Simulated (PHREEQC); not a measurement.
1 kg of water holding 16 mmol/kgw MgCl2, 5.5 mmol/kgw CaCl2 and 35 mmol/kgw NaCl is evaporated at 20 °C; the solids stay in contact with the brine. CO2 from the air is kept out. Solids allowed: Bischofite, Brucite, Halite, Portlandite, MgCl2_4H2O. Others were left out.

The series has 28 steps of water left (kg), from 1 to 0.005012.

Model: Pitzer model, pitzer.dat, run in PHREEQC.

**Question.** Which solids form, in which order, and at which step of the series does each first stand?

**Answer.** Halite from water left = 0.01099 kg.
